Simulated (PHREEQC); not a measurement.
Dissolve 0.75 mmol/kgw ZnSO4, 4.5 mmol/kgw ZnCl2, 0.17 mmol/kgw NaH2PO4 and 0.089 mmol/kgw Na2SO4 at 25 °C. Closed to the air; pH follows from the charge balance.

Computed with PHREEQC (ion-association model, wateq4f.dat).

### Question
The ionic strength comes out as 0.0158 mol/kgw. What activity coefficients do H2PO4-, HPO4-2, Zn+2, Zn(SO4)2-2, Na+ get?

### Answer
H2PO4- 0.89, HPO4-2 0.61, Zn+2 0.62, Zn(SO4)2-2 0.61, Na+ 0.88.

No solid was allowed to form. H3PO4, which wateq4f.dat lacks, is added to it with the constant of phreeqc.dat. The database has no phosphate complexes of Zn.
